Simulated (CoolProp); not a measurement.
Saturation properties of hydrogen sulfide.

Computed with CoolProp (reference Helmholtz-energy equation of state, Lemmon 2006). It is a short technical equation, of lower accuracy than the large ones.

```tsv
T (°C)	p (kPa)	enthalpy of vaporisation (kJ/kg)	liquid cp (kJ/(kg K))
2.05	(withheld)	459.4	2.104
8.05	1298	448.8	2.133
14.05	1527	437.7	2.167
20.05	1783	426.0	2.207
26.15	2075	413.3	2.256
32.15	2394	(withheld)	2.312
38.15	2747	385.9	2.381
44.25	3143	370.5	2.466
50.25	3571	354.1	2.571
56.25	4040	(withheld)	2.704
```

Complete the blanks.


- 2.05, p (kPa): 1096
- 32.15, enthalpy of vaporisation (kJ/kg): 400.1
- 56.25, enthalpy of vaporisation (kJ/kg): 336.3

It boils at -60.3 °C under 1 atm.
